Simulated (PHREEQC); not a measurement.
Acid mine or pickling water (model solution)

A made-up water analysis in mg/kgw, 20 °C, pH 2.28, pe 10.3:

```csv
constituent,mg/kgw
Na,52
K,4.56
Ca,97.2
Mg,5.89
Cl,47.6
S(6) as SO4,835
F,0.435
Zn,0.14
```

Na is adjusted to close the charge balance.
Valence states are taken as typed.

Equilibrium calculation in PHREEQC: ion-association model, phreeqc.dat.

Each row changes one thing in this solution. This is a speciation only: nothing precipitates in the calculation.

```csv
case,ionic strength (mol/kgw),SO4-2 (mol/kgw),HSO4- (mol/kgw),Ca+2 (mol/kgw),CaSO4 (mol/kgw),Mg+2 (mol/kgw),SI of Gypsum (CaSO4:2H2O),SI of Fluorite (CaF2)
as made,0.0235,0.00609,0.00182,0.00180,0.000600,0.000172,-0.87,-3.45
Mg from 5.89 to 17.7 mg/kgw,0.0235,0.00600,0.00179,0.00181,0.000593,0.000520,-0.88,-3.45
all concentrations times 4 at the same typed pH,0.0892,0.0234,0.00531,(withheld),0.00367,0.000546,-0.08,-1.88
Mg from 5.89 to 2.94 mg/kgw,0.0235,0.00611,(withheld),0.00180,0.000602,8.59e-5,-0.87,-3.45
```

Problem. Some entries are withheld; supply them.

Solution. 
- all concentrations times 4 at the same typed pH, Ca+2 (mol/kgw): 0.00589
- Mg from 5.89 to 2.94 mg/kgw, HSO4- (mol/kgw): 0.00183
